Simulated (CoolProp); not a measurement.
CH3F (R41) along the isobar 0.505 MPa: density (kg/m³) from the reference equation and from simpler models built on Tc = 317.3 K, pc = 5.906 MPa, ω = 0.200; each cubic takes its own stable root.

Model: reference Helmholtz-energy equation of state, Lemmon 2006, in CoolProp. It is a short technical equation, of lower accuracy than the large ones.

```tsv
T (K)	phase	reference	van der Waals	Redlich-Kwong	Soave-Redlich-Kwong	Peng-Robinson
302.9	gas	7.110	7.029	7.065	[?]	[?]
311.7	gas	6.882	6.816	6.846	6.847	[?]
320.4	gas	6.673	[?]	6.643	6.642	6.665
329.1	gas	6.477	6.433	6.453	6.450	6.471
337.8	gas	6.294	6.258	6.274	6.270	6.289
346.5	gas	6.121	6.092	6.105	[?]	6.118
355.3	gas	5.957	5.934	5.944	5.937	5.955
364	gas	5.804	5.785	5.793	5.785	5.802
372.7	gas	5.659	5.644	5.649	5.642	5.657
381.4	gas	5.521	5.509	5.514	5.505	5.520
390.1	gas	5.390	5.381	5.384	5.375	5.389
398.8	gas	5.266	5.259	5.261	5.252	5.265
407.6	gas	5.146	5.142	5.142	5.133	5.146
416.3	gas	5.034	5.030	5.030	5.021	5.033
425	gas	4.926	4.924	4.923	4.913	4.925
```

Q: What belongs in the gaps?

A: 
- 302.9, Soave-Redlich-Kwong: 7.069
- 302.9, Peng-Robinson: 7.094
- 311.7, Peng-Robinson: 6.871
- 320.4, van der Waals: 6.619
- 346.5, Soave-Redlich-Kwong: 6.100
